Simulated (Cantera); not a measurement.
Cantera run, input and output.

```python
import numpy as np
import cantera as ct

gas = ct.Solution("gri30.yaml")
gas.TPX = 975, 790000, {'CH3OH': 0.0037, 'O2': 0.0045, 'N2': 1}
reactor = ct.IdealGasConstPressureReactor(gas, energy="off", clone=False)
net = ct.ReactorNet([reactor])
net.rtol, net.atol = 1e-08, 1e-18
show = ['CH3OH', 'O2', 'NO', 'CH2CO', 'HCN', 'HCO']
times = np.geomspace(1e-06, 9, 11)

steps = ct.SolutionArray(gas, extra=["t"])
rows = []
print(f"{'t/s':>10s}{'T/K':>9s}{'P/Pa':>11s}" + "".join(f"{s:>11s}" for s in show))
for t in times:
    while net.time < t:
        t_next = net.step()
        steps.append(gas.state, t=t_next)
    rows.append([np.interp(t, steps.t, y) for y in (steps.T, steps.P, *steps(*show).X.T)])
    print(f"{t:10.3e}{rows[-1][0]:9.1f}{rows[-1][1]:11.4g}" + "".join(f"{x:11.3e}" for x in rows[-1][2:]))
rate = np.gradient(steps.T, steps.t)
print("integrator steps:", len(steps.t))
if steps.T.max() > steps.T[0] + 200:
    print(f"time of steepest temperature rise: {steps.t[rate.argmax()]:.4e} s")
gas.TPX = 975, 790000, {'CH3OH': 0.0037, 'O2': 0.0045, 'N2': 1}
gas.equilibrate("TP")
print(f"equilibrium (TP): T = {gas.T:.1f} K  " + "  ".join(f"{s} {gas[s].X[0]:.3e}" for s in show))
```

Result:

```
       t/s      T/K       P/Pa      CH3OH         O2         NO      CH2CO        HCN        HCO
 1.000e-06    975.0    7.9e+05  3.670e-03  4.463e-03  3.155e-28  5.445e-27  9.344e-28  2.310e-22
 4.959e-06    975.0    7.9e+05  3.670e-03  4.463e-03  1.016e-26  2.577e-25  1.726e-26  5.535e-21
 2.460e-05    975.0    7.9e+05  3.670e-03  4.463e-03  1.391e-25  7.144e-24  1.159e-25  3.841e-20
 1.220e-04    975.0    7.9e+05  3.670e-03  4.463e-03  9.478e-25  1.803e-22  6.127e-25  2.087e-19
 6.049e-04    975.0    7.9e+05  3.670e-03  4.463e-03  5.204e-24  4.445e-21  3.189e-24  1.161e-18
 3.000e-03    975.0    7.9e+05  3.670e-03  4.463e-03  2.724e-23  1.095e-19  1.665e-23  6.488e-18
 1.488e-02    975.0    7.9e+05  3.670e-03  4.463e-03  1.428e-22  2.702e-18  8.889e-23  3.655e-17
 7.379e-02    975.0    7.9e+05  3.670e-03  4.463e-03  9.198e-22  6.768e-17  6.048e-22  3.053e-16
 3.659e-01    975.0    7.9e+05  3.669e-03  4.463e-03  3.486e-20  2.399e-15  1.214e-20  1.772e-14
 1.815e+00    975.0    7.9e+05  8.590e-09  8.276e-04  2.444e-12  3.937e-12  1.322e-14  8.148e-12
 9.000e+00    975.0    7.9e+05  9.309e-13  6.110e-05  1.908e-11  1.353e-13  1.260e-14  3.362e-12
integrator steps: 2091
equilibrium (TP): T = 975.0 K  CH3OH 3.071e-15  O2 2.943e-21  NO 3.148e-15  CH2CO 1.603e-17  HCN 1.505e-10  HCO 2.579e-15
```

Cantera simulation using GRI-Mech 3.0 (53 species, 325 reactions); the numbers are that mechanism's predictions, not measurements. GRI-Mech 3.0 was tuned for natural gas; its chemistry of methanol as a main component is partial and can be far from experiment. Below about 1000 K GRI-Mech 3.0 lacks low-temperature oxidation paths.
